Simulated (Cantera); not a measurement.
Feed: 1 mol (CH₃)₂SiCl₂, 2.9 mol HCl, 170 mol H₂, equilibrated at 1375 °C and 750 Torr.

These are equilibrium values from Cantera (NASA tables, ideal gas, pure condensed phases), not measurements of a reactor. The feed counts by its element totals alone. Kinetics and transport are ignored.

```tsv
species	before	after
H₂	0.971	0.972
HCl	0.0277	0.0276
H	8.77e-5	0.000332
CH₄	0.00126	8.86e-5
SiCl₂	3.45e-5	3.44e-5
C₂H₂ (acetylene)	4.34e-5	4.35e-5
C(graphite), mol	0.766	0.975
SiC(s), mol	0.994	0.994
```
Gas species are given as mole fractions.

### Question
Name the change that produced these shifts.
(A) temperature from 1375 °C to 2400 °C
(B) temperature from 1375 °C to 1802 °C
(C) pressure from 750 Torr to 52.5 Torr
(D) temperature from 1375 °C to 2277 °C

### Answer
C, pressure from 750 Torr to 52.5 Torr
